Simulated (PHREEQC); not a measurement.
Na3PO4 is added in steps, without added water, to 1 kg of water holding 0.052 mol/kgw RbCl, 0.00022 mol/kgw Mg(NO3)2, 0.023 mol/kgw NaHSO4 and 9.6e-05 mol/kgw K2SO4, at 30 °C. Oxygen is held at 0.21 atm. No CO2 enters from the air. Solids allowed: Brucite, Halite, Mirabilite, Epsomite. Others were left out.

Base run: PHREEQC, ion-association model, wateq4f.dat. Each further column changes one thing. The table gives pH.

```tsv
Na3PO4 added (mol)	base	RbCl left out	temperature from 30 to 15 °C	diluted 5-fold with water	no solid may form
0	1.92	1.93	1.89	2.48	1.92
0.0026	2.09	2.10	2.04	6.46	2.09
0.00585	2.36	2.37	2.31	10.70	2.36
0.00845	2.69	2.71	2.63	11.14	2.69
0.0117	5.39	5.44	5.43	11.36	5.39
0.0143	6.62	6.67	6.67	11.45	6.62
0.01755	7.14	7.19	7.19	11.54	7.14
0.02015	7.57	7.61	7.62	11.59	7.57
0.0234	9.56	9.60	9.76	11.64	9.56
0.026	10.59	10.64	10.82	11.67	10.59
```

H3PO4, which wateq4f.dat lacks, is added to it with the constant of phreeqc.dat. Solids allowed in the column 'RbCl left out': Brucite, Mirabilite, Epsomite.
